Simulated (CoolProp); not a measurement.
Vapour-liquid equilibrium of carbon dioxide (1) + R143a (2) at 1.05 °C; x and y are mole fractions of (1).

Values from CoolProp's multi-fluid Helmholtz-energy mixture model, Span 1996 and Lemmon and Jacobsen 2000; pair parameters Bell 2016.

Give the bubble pressure and the first vapour's composition at x = 0.35, 0.425, 0.875. Is there an azeotrope?

x = 0.35: 1606 kPa, y = 0.688; x = 0.425: 1838 kPa, y = 0.747; x = 0.875: 3179 kPa, y = 0.950. No azeotrope shows between x = 0.05 and 0.95.

The pair parameters rest on a limited set of measurements; away from them the model extrapolates.
